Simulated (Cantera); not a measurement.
**Stirred combustor or abatement burner**

A perfectly stirred reactor is fed with CO : H2 : O2 : N2 = 1 : 0.57 : 1.96 : 7.38 (molar parts), equivalence ratio 0.40, at 100000 Pa; it is adiabatic with a 498 K inlet, and is followed from long to short residence time, starting on the burning branch (τ in s: 0.33, 0.13, 0.054, 0.022, 0.0088, 0.0036, 0.0015, 0.00059, 0.00024, 9.7e-05, 3.9e-05, 1.6e-05).

Detailed kinetics in Cantera: GRI-Mech 3.0 (53 species, 325 reactions).

```csv
τ (s),T (K),x CO,x H2,x O2,x OH,x NO,x H2O2
0.33,1661,0.000318,3.41e-5,0.116,0.000618,1.95e-5,5.38e-8
0.13,1657,0.000590,6.27e-5,0.116,0.000830,1.78e-5,8.26e-8
0.054,1651,0.00106,0.000111,0.116,0.00109,1.50e-5,1.23e-7
0.022,1640,0.00191,0.000198,0.116,0.00142,1.19e-5,1.83e-7
0.0088,1621,0.00346,0.000352,0.117,0.00182,9.49e-6,2.76e-7
0.0036,1590,0.00615,0.000603,0.117,0.00222,8.33e-6,4.26e-7
0.0015,1538,0.0109,0.00100,0.119,0.00251,7.87e-6,6.96e-7
0.00059,1439,0.0212,0.00176,0.123,0.00241,6.21e-6,1.37e-6
0.00024,498,0.0917,0.0522,0.180,<1e-12,<1e-12,<1e-12
9.7e-5,498,0.0917,0.0522,0.180,<1e-12,<1e-12,<1e-12
3.9e-5,498,0.0917,0.0522,0.180,<1e-12,<1e-12,<1e-12
1.6e-5,498,0.0917,0.0522,0.180,<1e-12,<1e-12,<1e-12
```
x: mole fraction; the columns are a selection and need not sum to one.
